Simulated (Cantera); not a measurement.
Input: 1 mol PbO, 0.29 mol H2, at 1500 Torr.

Equilibrium computed with Cantera from the NASA thermochemical tables; the gas is ideal and each condensed phase is pure. Candidate condensed phases: H2O, Pb, PbO, PbO2, Pb3O4; 12 gas species. Mutual solubility and eutectic melting of coexisting phases are not modelled. Equilibrium is a limit: real reactors are often held back by kinetics, nucleation or transport. All values below are at 1075 K.

Base state: H2O 1.000, H2 0.000190, Pb 3.80e-5 (mole fractions); condensed: Pb(l) + PbO(yellow).

### Question
What changes in the equilibrium state with this change: pressure from 1500 Torr to 7.50 Torr?

### Answer
| species | before | after |
|---|---|---|
| H2O | 1.000 | 0.992 |
| Pb | 3.80e-5 | 0.00759 |
| PbO | 1.54e-6 | 0.000308 |
| H2 | 0.000190 | 0.000189 |
| Pb(l), mol | 0.290 | 0.288 |
| PbO(yellow), mol | 0.710 | 0.710 |

### Question
What changes in the equilibrium state with this change: 0.0022 mol NH3 added?

### Answer
```
species             before     after
----------------  --------  --------
H2O                  1.000     0.996
N2                       0   0.00374
H2                0.000190  0.000190
Pb                 3.80e-5   3.80e-5
Pb(l), mol           0.290     0.293
PbO(yellow), mol     0.710     0.707
```
